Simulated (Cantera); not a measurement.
# Roasting and sulfation: MgCO3 + H2S + H2O

Feed: 1 mol MgCO3, 0.34 mol H2S, 0.39 mol H2O, at 0.133 bar.

These are equilibrium values from Cantera (NASA tables, ideal gas, pure condensed phases), not measurements of a reactor. Candidate condensed phases: C, C6H6, C7H8, C8H18, H2O, H2SO4, Mg, MgCO3, MgO, Mg(OH)2, MgS, MgSO4, S; 130 gas species. Gases not in the tables: S3 to S7. The numbers say what is thermodynamically allowed, not how fast it happens.

From 850 °C to 1550 °C the condensed part is MgO(s).

| T (°C) | log p CO2 | log p H2O | log p CO | log p H2S | log p SO2 | log p H2 | log p S2 | n MgO(s) |
|---|---|---|---|---|---|---|---|---|
| 850 | -1.19 | -1.43 | -2.10 | -1.89 | -3.50 | -2.38 | -2.26 | 1.00 |
| 950 | -1.22 | -1.41 | -1.93 | -2.07 | -3.09 | -2.28 | -2.14 | 1.00 |
| 1050 | -1.26 | -1.39 | -1.80 | -2.27 | -2.74 | -2.20 | -2.09 | 1.00 |
| 1150 | -1.30 | -1.39 | -1.70 | -2.46 | -2.47 | -2.15 | -2.09 | 1.00 |
| 1250 | -1.35 | -1.40 | -1.62 | -2.64 | -2.26 | -2.09 | -2.12 | 1.00 |
| 1350 | -1.40 | -1.41 | -1.55 | -2.82 | -2.11 | -2.04 | -2.19 | 1.000 |
| 1450 | -1.45 | -1.42 | -1.49 | -2.98 | -2.01 | -2.00 | -2.27 | 1.000 |
| 1550 | -1.51 | -1.43 | -1.45 | -3.15 | -1.93 | -1.96 | -2.38 | 1.000 |
log p: log10 of the partial pressure in bar; n: condensed amount in mol.
